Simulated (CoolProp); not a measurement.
Model: reference Helmholtz-energy equation of state, Penoncello 2003, in CoolProp.

Q: For CHF3 (R23), give the phase and the Z, viscosity (µPa s) at 471.9 K and 48.3 bar; 471.9 K and 338 bar; 471.9 K and 483 bar.

A: 
- 471.9 K and 48.3 bar: gas; Z 0.941, viscosity 23.3
- 471.9 K and 338 bar: supercritical; Z 0.946, viscosity 51.2
- 471.9 K and 483 bar: supercritical; Z 1.10, viscosity 67.3

Viscosity comes from a separate model (Shan 2000).
